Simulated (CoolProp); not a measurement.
Saturation properties of sulfur dioxide (Tc = 430.6 K, pc = 7.887 MPa, ω = 0.256).

Model: reference Helmholtz-energy equation of state, Gao 2016, in CoolProp.

```tsv
T (K)	p (MPa)	liquid density (kg/m³)	vapour density (kg/m³)	enthalpy of vaporisation (kJ/kg)	liquid cp (kJ/(kg K))
341.5	1.363	1234	36.51	305.9	1.502
351.6	1.736	1198	46.74	291.7	1.547
361.6	2.175	1161	59.21	276.5	1.607
371.7	2.698	1120	…	259.5	1.687
381.8	3.309	…	94.30	240.5	1.800
391.8	…	…	118.9	219.0	1.970
401.9	4.825	964.3	…	…	…
411.9	5.752	…	196.6	162.0	2.852
```

Problem. Some entries are withheld; supply them.

Solution. 
- 371.7, vapour density (kg/m³): 74.81
- 381.8, liquid density (kg/m³): 1074
- 391.8, p (MPa): 4.009
- 391.8, liquid density (kg/m³): 1024
- 401.9, vapour density (kg/m³): 151.5
- 401.9, enthalpy of vaporisation (kJ/kg): 193.4
- 401.9, liquid cp (kJ/(kg K)): 2.258
- 411.9, liquid density (kg/m³): 892.0

It boils at 263.1 K under 1 atm.
